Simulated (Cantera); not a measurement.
## Cu₂O + C + N₂ (carbothermic reduction)

A closed system holds: 1 mol Cu₂O, 2.5 mol C, 0.16 mol N₂, at 1275 K and 1 atm.

Cantera equilibrium calculation (NASA polynomials, part measured and part estimated; ideal gas, pure solids and liquids). Candidate condensed phases: C, Cu, CuO, Cu₂O; 27 gas species. The numbers say what is thermodynamically allowed, not how fast it happens.

| Quantity | Result |
|---|---|
| x(CO) | 0.856 |
| x(N₂) | 0.139 |
| x(CO₂) | 0.00521 |
| n(C(graphite)) | 1.51 mol |
| n(Cu(s)) | 2.00 mol |
| gas amount | 1.154 mol |
